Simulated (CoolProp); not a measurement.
Vapour-liquid equilibrium of ethylene (1) + n-butane (2) at 0.224 MPa; x and y are mole fractions of (1).

Model: multi-fluid Helmholtz-energy mixture model, Smukala 2000 and Bücker 2006; pair parameters Bell 2016, in CoolProp.

```csv
x,"bubble temperature, mixture model (°C)","bubble temperature, Raoult's law (°C)","y, mixture model","y, Raoult's law"
0.05,-11.3,-10.6,0.705,0.713
0.2,-49.4,-49.5,0.959,0.965
0.35,-62.5,-64.8,0.985,0.990
0.5,-71.1,-73.7,0.993,0.996
0.65,-77.9,-79.8,0.997,0.998
0.8,-83.5,-84.3,0.999,0.999
0.95,-87.8,-87.9,1.000,1.000
```

The largest gap from Raoult's law is +2.6 K in bubble temperature, at x = 0.5. No azeotrope shows between x = 0.05 and 0.95.

The pair parameters rest on a limited set of measurements; away from them the model extrapolates. The gap from Raoult's law changes sign with composition, which may be real or a fault of the pair parameters; it wasn't checked against measurements.
